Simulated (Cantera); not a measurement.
# Diamond growth

A diamond (100) surface in a fixed gas of H2 with x(CH4) = 0.0048, x(H) = 0.00059, x(CH3) = 0.0001, 14000 Pa; coverages are run to steady state.

Computed with Cantera and the Harris–Goodwin 1993 mechanism for the reconstructed diamond (100) surface.

```tsv
T (K)	growth (µm/h)	θ c6HH	θ c6H*	θ c6*H	θ c6**	θ c6HM
900	3.62	0.593	0.00889	0.248	0.00342	0.118
975	5.26	0.557	0.0142	0.313	0.00627	0.0819
1050	5.73	0.527	0.0209	0.374	0.0101	0.0469
1125	3.77	0.503	0.0286	0.428	0.0145	0.0167
1200	1.89	0.478	0.0360	0.460	0.0183	0.00391
1275	1.24	0.459	0.0426	0.474	0.0210	0.000827
1350	0.973	0.452	0.0482	0.476	0.0224	0.000180
```
θ: site fractions in the mechanism's names (c6HH fully hydrogenated, c6H* and c6*H radical sites, c6** diradical, c6HM methylated).
